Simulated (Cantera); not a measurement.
Feed: 1 mol C2H5OH, 0.35 mol O2, 1.7 mol H2, at 0.0133 bar.

Equilibrium computed with Cantera from the NASA thermochemical tables; the gas is ideal and each condensed phase is pure. Candidate condensed phases: C, C6H6, C7H8, C8H18, H2O; 110 gas species. Rates play no part.

Over these rows the condensed part is C(graphite). Partial pressures as log10 of bar:

```json
[
 {"T (K)": "923", "1000/T (1/K)": "1.0834", "log p CO2": "-4.43", "log p H2": "-2.01", "log p CO": "-2.46"},
 {"T (K)": "1123", "1000/T (1/K)": "0.8905", "log p CO2": "-6.12", "log p H2": "-2.01", "log p CO": "-2.45"},
 {"T (K)": "1323", "1000/T (1/K)": "0.7559", "log p CO2": "-7.30", "log p H2": "-2.01", "log p CO": "-2.45"},
 {"T (K)": "1523", "1000/T (1/K)": "0.6566", "log p CO2": "?", "log p H2": "-2.01", "log p CO": "-2.45"},
 {"T (K)": "1723", "1000/T (1/K)": "0.5804", "log p CO2": "-8.82", "log p H2": "-2.01", "log p CO": "-2.45"},
 {"T (K)": "1923", "1000/T (1/K)": "0.5200", "log p CO2": "-9.33", "log p H2": "-2.01", "log p CO": "-2.45"}
]
```

Task: Fit log p(CO2) = a + b·(1000/T) to the five rows, give the apparent enthalpy, and predict the row at 1523 K.

Result: Means: 1000/T = 0.7660, log p = -7.200. Sxy = 1.839320, Sxx = 0.2113084, so b = 8.70 and a = -7.200 − (8.70)×0.7660 = -13.86.
Apparent enthalpy: −19.145 × (8.70) = -167 kJ/mol. With the condensed phases at unit activity, 2 CO(g) = CO2(g) + C(graphite) links this pressure to the main gases: over the six rows their terms move log p by +0.02 in all, so the slope is close to that reaction's ΔH°. The five rows lie within 0.02 of the line.
Prediction at 1523 K: -13.86 + (8.70)×0.6566 = -8.15. The computed value is -8.17, 0.02 from the line.
